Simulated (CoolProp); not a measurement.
A single-stage vapour-compression cycle with R142b: evaporating at 312.15 K (dew point), condensing at 354.15 K (bubble point), superheat 10 K, subcooling 0 K, compressor efficiency 0.65, no pressure losses. Each further row changes one setting.

Model: reference Helmholtz-energy equation of state, Lemmon 2006, in CoolProp. It is a short technical equation, of lower accuracy than the large ones.

```csv
case,cooling COP,pressure ratio,discharge temperature (K),refrigerating effect (kJ/kg),volumetric capacity (kJ/m³)
as stated,3.79,2.77,374.4,142,3030
evaporating temperature 317.15 K,4.48,?,?,?,?
condensing temperature 349.15 K,4.46,?,368.6,149,3190
subcooling 5 K,?,2.77,374.4,149,?
superheat 20 K,3.86,2.77,384.7,152,3100
compressor efficiency 0.55,?,2.77,380.4,142,3030
```

### Question
Complete the blanks.

### Answer

- evaporating temperature 317.15 K, pressure ratio: 2.42
- evaporating temperature 317.15 K, discharge temperature (K): 372.9
- evaporating temperature 317.15 K, refrigerating effect (kJ/kg): 145
- evaporating temperature 317.15 K, volumetric capacity (kJ/m³): 3540
- condensing temperature 349.15 K, pressure ratio: 2.49
- subcooling 5 K, cooling COP: 4.00
- subcooling 5 K, volumetric capacity (kJ/m³): 3200
- compressor efficiency 0.55, cooling COP: 3.21
